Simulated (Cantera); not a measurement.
# Thermodynamics of boron, boron nitride and boron oxide, feed borazine + O2 + H2

Input: 1 mol borazine, 0.94 mol O2, a varied amount of H2, at 2.18 Torr.

Method: chemical equilibrium by Gibbs-energy minimisation in Cantera with the NASA 1993 tables (ideal gas, pure condensed phases). Candidate condensed phases: B, BN, B2O3, B3O3H3, H2O; 39 gas species. The feed counts by its element totals alone. Mutual solubility and eutectic melting of coexisting phases are not modelled. Kinetics and transport are ignored.

Stable condensed phases:

```
T in °C \ n(H2) in mol
          24  36  49  62  75  88 100 110 130 140
   1627    A   A   A   A   A   A   A   B   B   B
   1577    A   A   A   A   A   A   A   A   A   A
   1527    A   A   A   A   A   A   A   A   A   A
   1477    A   A   A   A   A   A   A   A   A   A
   1427    A   A   A   A   A   A   A   A   A   A
   1377    A   A   A   A   A   A   A   A   A   A
   1327    A   A   A   A   A   A   A   A   A   A
   1277    A   A   A   A   A   A   A   A   A   A
   1227    C   A   A   A   A   A   A   A   A   A
   1177    C   C   C   C   A   A   A   A   A   A
   1127    C   C   C   C   C   C   C   C   C   C
   1077    C   C   C   C   C   C   C   C   C   C
   1027    C   C   C   C   C   C   C   C   C   C
    977    C   C   C   C   C   C   C   C   C   C
```

A: BN; B: B + BN; C: BN + B2O3.
